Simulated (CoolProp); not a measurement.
Saturated liquid density (kg/m³) of tetrahydrofuran: the reference equation beside estimates from Tc = 540.2 K, pc = 53.04 bar, ω = 0.234. Rackett uses Z = 0.29056 − 0.08775 ω.

The numbers come from the reference Helmholtz-energy equation of state, Fiedler 2023 in CoolProp.

| T (K) | reference | Rackett | Redlich-Kwong | Soave-Redlich-Kwong |
|---|---|---|---|---|
| 391.5 | 771.7 | 780.0 | 685.6 | 712.3 |
| 398.7 | 762.2 | 770.2 | 674.8 | 701.9 |
| 405.8 | ? | 760.2 | 663.9 | 691.3 |
| 413 | 742.9 | 749.8 | 652.5 | 680.1 |
| 420.1 | 732.9 | ? | 640.9 | 668.6 |
| 427.3 | 722.5 | 728.4 | 628.7 | ? |
| 434.4 | 712.0 | 717.3 | ? | ? |
| 441.6 | 701.0 | 705.6 | ? | 630.9 |

Task: Some entries are withheld; supply them.

Result: 
- 405.8, reference: 752.7
- 420.1, Rackett: 739.3
- 427.3, Soave-Redlich-Kwong: 656.5
- 434.4, Redlich-Kwong: 616.2
- 434.4, Soave-Redlich-Kwong: 644.1
- 441.6, Redlich-Kwong: 603.1

Absolute difference from the reference over all 8 rows, mean and median: Rackett 0.9 and 0.9 %, Redlich-Kwong 12.4 and 12.4 %, Soave-Redlich-Kwong 8.7 and 8.6 %.
